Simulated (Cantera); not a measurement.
Feed: 1 mol V2O5, 0.91 mol H2, a varied amount of N2, equilibrated at 1923.15 K and 52.5 Torr.

Cantera equilibrium calculation (NASA polynomials, part measured and part estimated; ideal gas, pure solids and liquids). Candidate condensed phases: H2O, V, VN, VO, V2O3, V2O4, V2O5; 28 gas species. Mutual solubility and eutectic melting of coexisting phases are not modelled. Condensed phases not in the tables: the oxides between V2O3 and V2O5 other than VO2. Equilibrium is a limit: real reactors are often held back by kinetics, nucleation or transport.

### Question
What share of the V ends up in condensed phases as a function of n(N2) (mol), at 1.4, 2, 2.9, 4.2, 6.2, 9, 13, 19, 28, 40, 59?

### Answer
```tsv
n(N2) (mol)	V condensed (%)	as
1.4	99.7	V2O4(l)
2	99.6	V2O4(l)
2.9	99.5	V2O4(l)
4.2	99.3	V2O4(l)
6.2	99.0	V2O4(l)
9	98.7	V2O4(l)
13	98.1	V2O4(l)
19	97.3	V2O4(l)
28	96.1	V2O4(l)
40	94.5	V2O3(s) + V2O4(l)
59	92.0	V2O3(s) + V2O4(l)
```
